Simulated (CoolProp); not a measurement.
Properties of diethyl ether at several states (Tc = 467.9 K, pc = 3717 kPa, ω = 0.282).

The numbers come from the reference Helmholtz-energy equation of state, Thol 2014 in CoolProp.

| T (K) | p (kPa) | phase | density (kg/m³) | isothermal compressibility (1/MPa) |
|---|---|---|---|---|
| 316.7 | 11.4 | gas | 0.3223 | 88.10 |
| 439.2 | 118 | gas | 2.428 | 8.592 |
| 312.1 | 334 | liquid | 691.7 | 0.002383 |
| 353.5 | 14700 | liquid | 667.5 | 0.002495 |
| 406.1 | 112 | gas | 2.501 | 9.086 |
| 321.4 | 15700 | liquid | 703.5 | 0.001819 |
